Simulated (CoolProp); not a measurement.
Vapour-liquid equilibrium of n-hexane (1) + m-xylene (2) at 371.3 K; x and y are mole fractions of (1).

Values from CoolProp's multi-fluid Helmholtz-energy mixture model, Thol 2019 and Zhou 2012; pair parameters Bell 2016.

```json
[
 {"x": "0.05", "bubble pressure (MPa)": "0.04014", "y at the bubble point": "0.303", "dew pressure at overall composition x (MPa)": "0.03064", "liquid density (mol/L)": "7.458"},
 {"x": "0.2", "bubble pressure (MPa)": "0.07703", "y at the bubble point": "0.690", "dew pressure at overall composition x (MPa)": "0.03563", "liquid density (mol/L)": "7.370"},
 {"x": "0.35", "bubble pressure (MPa)": "0.1144", "y at the bubble point": "0.827", "dew pressure at overall composition x (MPa)": "0.04260", "liquid density (mol/L)": "7.271"},
 {"x": "0.5", "bubble pressure (MPa)": "0.1473", "y at the bubble point": "0.891", "dew pressure at overall composition x (MPa)": "0.05300", "liquid density (mol/L)": "7.161"},
 {"x": "0.65", "bubble pressure (MPa)": "0.1749", "y at the bubble point": "0.929", "dew pressure at overall composition x (MPa)": "0.07025", "liquid density (mol/L)": "7.044"},
 {"x": "0.8", "bubble pressure (MPa)": "0.1997", "y at the bubble point": "0.958", "dew pressure at overall composition x (MPa)": "0.1045", "liquid density (mol/L)": "6.923"},
 {"x": "0.95", "bubble pressure (MPa)": "0.2253", "y at the bubble point": "0.988", "dew pressure at overall composition x (MPa)": "0.1924", "liquid density (mol/L)": "6.803"}
]
```

No azeotrope shows between x = 0.05 and 0.95.

The pair parameters rest on a limited set of measurements; away from them the model extrapolates.
